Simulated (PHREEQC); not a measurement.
Solution (57 °C): 0.059 mol HF, 0.00086 mol NH4F and 0.073 mol H3PO4 per kg of water. Closed to the air; pH follows from the charge balance.

The numbers come from PHREEQC with the ion-association model, phreeqc.dat.

Each row changes one thing in this solution. Precipitation was switched off in this run.

| case | pH | ionic strength (mol/kgw) | HF (mol/kgw) | H3PO4 (mol/kgw) | H2PO4- (mol/kgw) | F- (mol/kgw) |
|---|---|---|---|---|---|---|
| as made | 1.77 | 0.0199 | 0.0577 | 0.0549 | 0.0181 | 0.00145 |
| NH4F from 0.00086 to 0.0043 mol/kgw | 1.81 | 0.0217 | 0.0607 | 0.0535 | 0.0195 | 0.00169 |
| HF replaced by NaF at the same molality | 2.61 | 0.0626 | 0.0471 | 0.0211 | 0.0519 | 0.00892 |
| H3PO4 from 0.073 to 0.109 mol/kgw | 1.68 | 0.0247 | 0.0580 | 0.0858 | 0.0232 | 0.00120 |
| diluted 5-fold with water | 2.19 | 0.00726 | 0.0112 | 0.00806 | 0.00654 | 0.000688 |
| H3PO4 from 0.073 to 0.0657 mol/kgw | 1.80 | 0.0189 | 0.0576 | 0.0487 | 0.0170 | 0.00152 |
| NH4F from 0.00086 to 0.00129 mol/kgw | 1.78 | 0.0202 | 0.0581 | 0.0547 | 0.0183 | 0.00148 |
| H3PO4 from 0.073 to 0.0803 mol/kgw | 1.75 | 0.0210 | 0.0578 | 0.0611 | 0.0192 | 0.00138 |

Species that the database lacks are ignored. Constants without temperature data keep their 25 °C values here.
